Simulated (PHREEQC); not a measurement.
Solution (25 °C): 0.026 mol FeSO4, 0.099 mol HCl and 0.0043 mol NaCl per kg of water. Closed to the air; pH follows from the charge balance.

Computed with PHREEQC (ion-association model, phreeqc.dat).

```tsv
quantity	before	after
pH	1.18	2.09
ionic strength (mol/kgw)	0.158	0.0181
Fe+2 (mol/kgw)	0.0211	0.00234
HSO4- (mol/kgw)	0.0161	0.000821
SO4-2 (mol/kgw)	0.00599	0.00153
FeSO4 (mol/kgw)	0.00243	0.000229
SI of Melanterite (FeSO4:7H2O)	-2.65	-3.68
SI of Halite (NaCl)	-5.18	-7.04
```

Task: Which change was made?
A. HCl from 0.099 to 0.0891 mol/kgw
B. temperature from 25 to 65 °C
C. diluted 10-fold with water
D. temperature from 25 to 75 °C

Result: C, diluted 10-fold with water

No solid was allowed to form.
